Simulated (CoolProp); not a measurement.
Hydrogen chloride along the isotherm 281.65 °C: density (kg/m³) from the reference equation and from simpler models built on Tc = 51.5 °C, pc = 8314 kPa, ω = 0.130; each cubic takes its own stable root.

Computed with CoolProp (reference Helmholtz-energy equation of state, Thol 2018).

```json
[
 {"p (kPa)": "2770", "phase": "gas", "reference": "22.36", "van der Waals": "22.43", "Redlich-Kwong": "22.34", "Soave-Redlich-Kwong": "22.18"},
 {"p (kPa)": "5540", "phase": "gas", "reference": "45.61", "van der Waals": "45.95", "Redlich-Kwong": "45.55", "Soave-Redlich-Kwong": "44.89"},
 {"p (kPa)": "8310", "phase": "gas", "reference": "69.65", "van der Waals": "70.62", "Redlich-Kwong": "69.57", "Soave-Redlich-Kwong": "68.04"},
 {"p (kPa)": "11100", "phase": "supercritical", "reference": "94.55", "van der Waals": "96.62", "Redlich-Kwong": "94.49", "Soave-Redlich-Kwong": "91.69"},
 {"p (kPa)": "13900", "phase": "supercritical", "reference": "120.1", "van der Waals": "123.8", "Redlich-Kwong": "120.1", "Soave-Redlich-Kwong": "115.6"},
 {"p (kPa)": "16600", "phase": "supercritical", "reference": "145.1", "van der Waals": "150.8", "Redlich-Kwong": "145.2", "Soave-Redlich-Kwong": "138.8"},
 {"p (kPa)": "19400", "phase": "supercritical", "reference": "171.3", "van der Waals": "179.3", "Redlich-Kwong": "171.4", "Soave-Redlich-Kwong": "162.8"},
 {"p (kPa)": "22200", "phase": "supercritical", "reference": "197.6", "van der Waals": "207.9", "Redlich-Kwong": "197.7", "Soave-Redlich-Kwong": "186.5"},
 {"p (kPa)": "24900", "phase": "supercritical", "reference": "222.9", "van der Waals": "235.0", "Redlich-Kwong": "222.7", "Soave-Redlich-Kwong": "209.0"},
 {"p (kPa)": "27700", "phase": "supercritical", "reference": "249.1", "van der Waals": "262.0", "Redlich-Kwong": "248.3", "Soave-Redlich-Kwong": "232.0"},
 {"p (kPa)": "30500", "phase": "supercritical", "reference": "274.9", "van der Waals": "287.5", "Redlich-Kwong": "273.2", "Soave-Redlich-Kwong": "254.3"},
 {"p (kPa)": "33300", "phase": "supercritical", "reference": "300.4", "van der Waals": "311.2", "Redlich-Kwong": "297.2", "Soave-Redlich-Kwong": "276.0"},
 {"p (kPa)": "36000", "phase": "supercritical", "reference": "324.4", "van der Waals": "332.2", "Redlich-Kwong": "319.6", "Soave-Redlich-Kwong": "296.3"},
 {"p (kPa)": "38800", "phase": "supercritical", "reference": "348.7", "van der Waals": "352.3", "Redlich-Kwong": "341.8", "Soave-Redlich-Kwong": "316.6"},
 {"p (kPa)": "41600", "phase": "supercritical", "reference": "372.3", "van der Waals": "370.5", "Redlich-Kwong": "363.0", "Soave-Redlich-Kwong": "336.1"}
]
```
